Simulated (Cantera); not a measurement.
# Adiabatic ignition

An adiabatic, constant-volume homogeneous reactor starts with CH₃OH : O₂ : N₂ = 0.31 : 2.11 : 7.94 (molar parts), equivalence ratio 0.22, at 1650 K and 0.340 bar.

Computed with Cantera and GRI-Mech 3.0 (53 species, 325 reactions). GRI-Mech 3.0 was tuned for natural gas; its chemistry of methanol as a main component is partial and can be far from experiment.

```csv
t (s),T (K),P (bar),x CH₃OH,x O₂,x NO,x CO,x C₂H₆,x H₂O,x NO₂
3.00e-6,1650,0.340,0.0299,0.204,<1e-12,2.44e-6,3.93e-11,1.04e-5,<1e-12
6.97e-6,1650,0.340,0.0299,0.204,<1e-12,5.83e-6,4.68e-10,3.03e-5,<1e-12
1.62e-5,1650,0.340,0.0298,0.204,<1e-12,1.41e-5,5.10e-9,8.15e-5,<1e-12
3.76e-5,1650,0.340,0.0294,0.203,2.33e-12,3.69e-5,4.11e-8,0.000237,<1e-12
8.74e-5,1654,0.341,0.0280,0.202,1.06e-11,0.000174,1.27e-7,0.00113,<1e-12
0.000203,1712,0.356,0.0173,0.194,1.50e-10,0.00434,8.14e-8,0.0115,3.42e-11
0.000472,2033,0.433,<1e-12,0.149,7.24e-6,0.00683,<1e-12,0.0489,1.72e-9
0.00110,2160,0.456,<1e-12,0.151,5.96e-5,0.00326,<1e-12,0.0519,2.07e-8
0.00254,2244,0.472,<1e-12,0.153,0.000181,0.00156,<1e-12,0.0546,1.02e-7
0.00591,2269,0.476,<1e-12,0.154,0.000390,0.00103,<1e-12,0.0555,2.65e-7
0.0137,2268,0.476,<1e-12,0.154,0.000825,0.00100,<1e-12,0.0556,5.65e-7
0.0319,2266,0.476,<1e-12,0.153,0.00178,0.000992,<1e-12,0.0556,1.22e-6
0.0741,2262,0.475,<1e-12,0.152,0.00374,0.000968,<1e-12,0.0557,2.57e-6
0.172,2254,0.473,<1e-12,0.151,0.00697,0.000929,<1e-12,0.0558,4.80e-6
0.400,2247,0.471,<1e-12,0.149,0.0102,0.000891,<1e-12,0.0559,7.05e-6
```
x: mole fraction; the columns are a selection and need not sum to one.

| Quantity | Value |
|---|---|
| time of steepest temperature rise | 0.304 ms |
| temperature at 0.400 s | 2247 K |
| equilibrium temperature | 2244 K |
| x(CH₃OH) at 0.400 s | <1e-12 (gas-phase equilibrium <1e-12) |
| x(O₂) at 0.400 s | 0.149 (gas-phase equilibrium 0.149) |
| x(NO) at 0.400 s | 0.0102 (gas-phase equilibrium 0.0114) |
